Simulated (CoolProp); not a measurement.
The numbers come from the reference Helmholtz-energy equation of state, Lemmon 2006 in CoolProp. It is a short technical equation, of lower accuracy than the large ones.

Q: For isohexane, give the phase and the speed of sound (m/s) at 227.35 °C and 14.4 kPa.

A: 
- 227.35 °C and 14.4 kPa: gas; speed of sound 224
